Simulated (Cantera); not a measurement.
Feed: 1 mol Ti(OiPr)4, 2.2 mol H2O, held at 1150 °C.

Method: chemical equilibrium by Gibbs-energy minimisation in Cantera with the NASA 1993 tables (ideal gas, pure condensed phases). Candidate condensed phases: C, C6H6, C7H8, C8H18, H2O, Ti, TiC, TiO, TiO2, Ti2O3, Ti3O5, Ti4O7; 113 gas species. The feed counts by its element totals alone. Mutual solubility and eutectic melting of coexisting phases are not modelled. TiC: taken at fixed stoichiometry. Equilibrium is a limit: real reactors are often held back by kinetics, nucleation or transport.

log p: log10 of the partial pressure in bar; n: condensed amount in mol.

```csv
P (Pa),log p H2,log p CO,log p CH4,log p H,log p H2O,log p CO2,n C(graphite),n TiC(s),n Ti3O5(s)
10,-4.14,-4.56,-10.70,-7.25,-11.21,-11.98,4.80,1.00,0
28,(withheld),(withheld),(withheld),(withheld),(withheld),(withheld),4.80,1.00,0
77,-3.25,-3.67,-8.93,-6.80,-9.44,-10.21,4.80,1.00,0
220,(withheld),(withheld),(withheld),(withheld),(withheld),(withheld),4.80,1.00,0
600,-2.36,-2.78,-7.14,-6.36,-7.65,-8.43,4.80,1.00,0
1700,-1.91,-2.33,-6.24,-6.13,-6.75,-7.52,4.80,1.00,0
4600,-1.48,-1.90,-5.38,-5.92,-5.88,-6.66,4.80,1.00,0
13000,-1.03,-1.44,-4.47,-5.69,-4.98,-5.75,4.80,1.00,0
36000,-0.56,-1.08,-3.54,-5.46,-4.15,-5.02,6.85,0.226,0.258
100000,-0.11,-0.66,-2.64,-5.23,-3.28,-4.19,7.43,0,0.333
```

**Question.** What belongs in the gaps?

**Answer.** 
- 28, log p H2: -3.69
- 28, log p CO: -4.11
- 28, log p CH4: -9.81
- 28, log p H: -7.02
- 28, log p H2O: -10.32
- 28, log p CO2: -11.09
- 220, log p H2: -2.80
- 220, log p CO: -3.22
- 220, log p CH4: -8.02
- 220, log p H: -6.58
- 220, log p H2O: -8.52
- 220, log p CO2: -9.30
